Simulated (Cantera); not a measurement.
Charge: 1 mol n-butane, 0.73 mol H₂, at 2550 K and 75.0 Torr.

Equilibrium computed with Cantera from the NASA thermochemical tables; the gas is ideal and each condensed phase is pure. Candidate condensed phases: C, C₆H₆, C₇H₈, C₈H₁₈; 76 gas species. The numbers say what is thermodynamically allowed, not how fast it happens.

Base state: H₂ 0.895, H 0.0933, C₂H₂ (acetylene) 0.0119, C₂H 9.88e-5, C₄H₂ 6.55e-5, CH₃ 2.06e-5, CH₄ 1.11e-5, C₂H₂ (vinylidene) 1.09e-5 (mole fractions); condensed: C(graphite).

**Question.** What changes in the equilibrium state with this change: temperature from 2550 K to 525 K?

**Answer.** 
```
species             before   after
-----------------  -------  ------
CH₄                1.11e-5   0.904
H₂                   0.895  0.0956
H                   0.0933   <1e-9
C₂H₂ (acetylene)    0.0119   <1e-9
C₂H                9.88e-5   <1e-9
C₄H₂               6.55e-5   <1e-9
CH₃                2.06e-5   <1e-9
C₂H₂ (vinylidene)  1.09e-5   <1e-9
C₃                 1.07e-5   <1e-9
C(graphite), mol      3.85    1.28
```
